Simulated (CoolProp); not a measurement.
o-xylene along the isotherm 504.5 K: fugacity coefficient from the reference equation and from simpler models built on Tc = 630.3 K, pc = 3.737 MPa, ω = 0.312; each cubic takes its own stable root.

Computed with CoolProp (reference Helmholtz-energy equation of state, Zhou 2012).

```csv
p (MPa),phase,reference
2.34,liquid,0.2539
4.67,liquid,0.1387
7.01,liquid,0.1006
9.34,liquid,0.08220
11.7,liquid,0.07143
14,liquid,0.06481
16.4,liquid,0.06024
18.7,liquid,0.05729
```

**Question.** How far does each simpler model (van der Waals, Redlich-Kwong, Peng-Robinson) lie from the reference over these 8 states: mean and median of the absolute difference, and the worst?

**Answer.** 
- van der Waals: mean 150.3 %, median 149.9 %, worst +195.2 % at 504.5 K and 18.7 MPa
- Redlich-Kwong: mean 47.4 %, median 47.7 %, worst +54.2 % at 504.5 K and 18.7 MPa
- Peng-Robinson: mean 1.6 %, median 1.6 %, worst +1.8 % at 504.5 K and 7.01 MPa
